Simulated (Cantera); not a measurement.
A perfectly stirred reactor is fed with CO : O2 : H2O : N2 = 0.0023 : 0.049 : 0.021 : 1 (molar parts), at 0.460 bar; it is held at 1425 K, and followed from long to short residence time.

Detailed kinetics in Cantera: GRI-Mech 3.0 (53 species, 325 reactions).

Task: Predict: x(CO) at τ = 22.0 s; x(O2) at τ = 22.0 s; x(H2O) at τ = 22.0 s; x(H2O2) at τ = 22.0 s; x(CO2) at τ = 22.0 s; x(CO) at τ = 49.0 ms; x(O2) at τ = 49.0 ms; x(H2O) at τ = 49.0 ms; x(H2O2) at τ = 49.0 ms; x(CO2) at τ = 49.0 ms.

Result: 
```json
{
  "x(CO) at τ = 22.0 s": "2.74e-6",
  "x(O2) at τ = 22.0 s": "0.0447",
  "x(H2O) at τ = 22.0 s": "0.0196",
  "x(H2O2) at τ = 22.0 s": "1.20e-9",
  "x(CO2) at τ = 22.0 s": "0.00214",
  "x(CO) at τ = 49.0 ms": "0.000170",
  "x(O2) at τ = 49.0 ms": "0.0447",
  "x(H2O) at τ = 49.0 ms": "0.0195",
  "x(H2O2) at τ = 49.0 ms": "2.98e-8",
  "x(CO2) at τ = 49.0 ms": "0.00198"
}
```
